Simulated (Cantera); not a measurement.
**Hydrogen reduction and annealing atmospheres: PbO + H₂ + H₂O**

Input: 1 mol PbO, 14 mol H₂, 7.3 mol H₂O, equilibrated at 2075 K.

These are equilibrium values from Cantera (NASA tables, ideal gas, pure condensed phases), not measurements of a reactor. Candidate condensed phases: H₂O, Pb, PbO, PbO₂, Pb₃O₄; 12 gas species. Gases not in the tables: (PbO)n polymers. Rates play no part.

From 10.0 Pa to 10.0 bar nothing is condensed.

```csv
P (Pa),x H₂,x H₂O,x H,x Pb,x OH,x O,x O₂
10,0.448,0.314,0.178,0.0401,0.0142,0.00406,0.00121
100,0.536,0.354,0.0616,0.0432,0.00465,0.000384,0.000109
1000,0.568,0.366,0.0201,0.0442,0.00148,3.75e-5,1.03e-5
10000,0.578,0.370,0.00640,0.0445,0.000468,3.72e-6,1.02e-6
100000,0.582,0.371,0.00203,0.0446,0.000148,3.71e-7,1.01e-7
1000000,0.583,0.372,0.000643,0.0445,4.68e-5,3.71e-8,1.01e-8
```
x: gas mole fraction; nothing condenses.
